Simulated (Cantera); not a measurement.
## Si + HBr + H₂ (silicon etching in halogen gases)

Feed: 1 mol Si, a varied amount of HBr, 0.12 mol H₂, at 498.15 K and 29.3 Torr.

These are equilibrium values from Cantera (NASA tables, ideal gas, pure condensed phases), not measurements of a reactor. Candidate condensed phases: Br₂, Si; 19 gas species. The numbers say what is thermodynamically allowed, not how fast it happens.

```tsv
n(HBr) (mol)	log p HBr	log p H₂	log p SiBr₄	log p SiHBr₃	log p SiH₂Br₂	log p SiH₃Br	log p SiBr₃	n Si(s)
2.1	-6.11	-1.57	-1.93	-3.54	-5.49	-7.90	-9.72	0.472
2.9	-6.11	-1.58	-1.92	-3.53	-5.49	-7.90	-9.71	0.271
3.9	-6.11	-1.58	-1.91	-3.53	-5.49	-7.91	-9.71	0.0192
5.3	-1.94	-1.73	-2.05	-7.99	<-13	<-13	<-13	0
7.2	-1.70	-1.88	-2.21	-8.54	<-13	<-13	<-13	0
9.8	-1.60	-2.03	-2.36	-8.95	<-13	<-13	<-13	0
13	-1.54	-2.17	-2.49	-9.27	<-13	<-13	<-13	0
18	-1.50	-2.32	-2.64	-9.61	<-13	<-13	<-13	0
24	-1.47	-2.45	-2.77	-9.90	<-13	<-13	<-13	0
```
log p: log10 of the partial pressure in bar; n: condensed amount in mol.

From 2.1 mol HBr to 3.9 mol HBr the condensed part is Si(s). From 5.3 mol HBr to 24 mol HBr nothing is condensed. The main Si-bearing gas is SiBr₄ throughout.
